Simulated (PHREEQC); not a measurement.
A solution holds 19 mmol/kgw NH4HF2, 0.59 mmol/kgw H2SiF6, 79 mmol/kgw HBF4 and 97 mmol/kgw HCl, at 25 °C. Closed to the air; pH follows from the charge balance.

All values are PHREEQC results (ion-association model, phreeqc.dat), not measurements.

This is a speciation only: nothing precipitates in the calculation.

Problem. Estimate the pH, activity of water.

Solution. pH 0.90; activity of water 0.993.

Problem. In which forms is F present?

Solution. BF4- 87 %, HF 11 %, SiF6-2 1.0 %, BF3OH- 0.6 % of the F.

SiF6-2 is the database's only silicon fluoride. Real BF4- forms and hydrolyses slowly; the run takes it at equilibrium.
